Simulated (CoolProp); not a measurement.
R21 at several states: density (kg/m³) from the reference equation and from simpler models built on Tc = 452.7 K, pc = 5.289 MPa, ω = 0.206; each cubic takes its own stable root.

The numbers come from the reference Helmholtz-energy equation of state, Platzer 1990 in CoolProp. This equation is an older, rougher fit; its heat capacities, sound speeds and derivatives of the liquid may be far off and weren't checked against measurements.

| T (K) | p (MPa) | phase | reference | van der Waals | Peng-Robinson |
|---|---|---|---|---|---|
| 472.3 | 0.0476 | gas | 1.251 | 1.251 | 1.251 |
| 440.1 | 0.59 | gas | 17.34 | 17.23 | 17.42 |
| 345.7 | 0.246 | gas | 9.196 | 9.050 | 9.170 |
| 274.5 | 1.4 | liquid | 1425 | 891.5 | 1511 |
| 439.1 | 1.81 | gas | 59.70 | 58.11 | 60.41 |
| 252.4 | 0.0141 | gas | 0.6967 | 0.6936 | 0.6950 |
